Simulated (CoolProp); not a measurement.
A simple Rankine cycle with toluene: condensing at 294.15 K, boiler at 0.0311 MPa, turbine inlet 348.8 K, turbine efficiency 0.85, pump efficiency 0.8, no recuperator. Each further row changes one setting.

Computed with CoolProp (reference Helmholtz-energy equation of state, Lemmon 2006). It is a short technical equation, of lower accuracy than the large ones.

| case | thermal efficiency (%) | net work (kJ/kg) | heat in (kJ/kg) | turbine exit temperature (K) | volume ratio over the turbine |
|---|---|---|---|---|---|
| as stated | 11.7 | 56.4 | 480 | 301.7 | 8.86 |
| turbine inlet 368.8 K | 11.8 | 60.0 | 508 | 321.9 | 8.92 |
| condensing temperature 286.15 K | 13.4 | 66.1 | 493 | 292.9 | 13.4 |
| boiler pressure 0.0218 MPa | 10.1 | 48.5 | 481 | 309.0 | 6.33 |
| turbine efficiency 0.75 | 10.4 | 49.7 | 480 | 307.4 | 9.03 |
